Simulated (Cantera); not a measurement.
Input: 1 mol SiCl4, 5.3 mol HCl, 0.39 mol H2, held at 875 °C and 2700000 Pa.

These are equilibrium values from Cantera (NASA tables, ideal gas, pure condensed phases), not measurements of a reactor. Candidate condensed phases: Si; 19 gas species. The tables' values for SiCl3 are old estimates; treat these amounts as uncertain. Kinetics and transport are ignored.

Base state: HCl 0.792, SiCl4 0.149, H2 0.0581, SiHCl3 0.000219, SiCl3 1.59e-5 (mole fractions); condensed: gas only.

Task: What changes in the equilibrium state with this change: H2 from 0.39 to 7.2 mol?

Result: 
| species | before | after |
|---|---|---|
| H2 | 0.0581 | 0.531 |
| HCl | 0.792 | 0.395 |
| SiCl4 | 0.149 | 0.0721 |
| SiHCl3 | 0.000219 | 0.00195 |
| SiCl3 | 1.59e-5 | 4.67e-5 |
